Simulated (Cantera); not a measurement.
A closed system holds: 1 mol Al, 8 mol HCl, 9.4 mol H₂, 0.72 mol H₂O, held at 1548 K and 13300 Pa.

Equilibrium computed with Cantera from the NASA thermochemical tables; the gas is ideal and each condensed phase is pure. Candidate condensed phases: Al, AlCl₃, Al₂O₃, H₂O; 29 gas species. The tables' values for AlCl₂ are old estimates; treat these amounts as uncertain. Kinetics and transport are ignored.

Base state: H₂ 0.610, HCl 0.361, AlCl₃ 0.0285, AlCl₂ 0.000603, H₂O 0.000158, AlCl 8.31e-5, H 6.58e-5, Cl 3.11e-5 (mole fractions); condensed: Al₂O₃(s).

Task: What changes in the equilibrium state with this change: HCl from 8 to 0.57 mol?

Result: 
```
species          before     after
-------------  --------  --------
H₂                0.610     0.950
AlCl            8.31e-5    0.0455
HCl               0.361   0.00221
AlCl₃            0.0285  0.000377
Al                <1e-9   1.04e-5
H₂O            0.000158   1.06e-7
Cl              3.11e-5   1.53e-7
Al₂O₃(s), mol     0.239     0.240
```

Task: What changes in the equilibrium state with this change: temperature from 1548 K to 1975 K?

Result: 
| species | before | after |
|---|---|---|
| H₂ | 0.610 | 0.588 |
| HCl | 0.361 | 0.377 |
| AlCl₃ | 0.0285 | 0.0130 |
| AlOCl | 6.46e-8 | 3.73e-5 |
| AlCl | 8.31e-5 | 0.00906 |
| Al₂O₃(s), mol | 0.239 | 0.230 |

Task: What changes in the equilibrium state with this change: pressure from 13300 Pa to 50.0 Pa?

Result: 
```
species          before     after
-------------  --------  --------
H₂                0.610     0.590
HCl               0.361     0.379
AlCl₃            0.0285    0.0144
AlCl            8.31e-5   0.00977
Cl              3.11e-5  0.000543
H               6.58e-5   0.00106
AlCl₂          0.000603   0.00463
Al₂O₃(s), mol     0.239     0.240
```
